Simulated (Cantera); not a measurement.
Mixture: CH₄ : CO : O₂ : N₂ = 1 : 0.052 : 1.13 : 6.64 (molar parts), at 120000 Pa, adiabatic and at constant volume. Ignition delay is the time to a rise of 400 K.

Computed with Cantera and GRI-Mech 3.0 (53 species, 325 reactions).

### Question
What does this change do: pressure from 120000 Pa to 1000000 Pa?

### Answer
```tsv
quantity	before	after
delay at 1225 K	57.8 ms	7.42 ms
delay at 1375 K	7.92 ms	1.31 ms
delay at 1525 K	1.39 ms	0.275 ms
delay at 1675 K	0.334 ms	66.8 µs
delay at 1825 K	0.110 ms	19.8 µs
apparent activation energy between 1750 and 1900 K	180 kJ/mol	200 kJ/mol
```
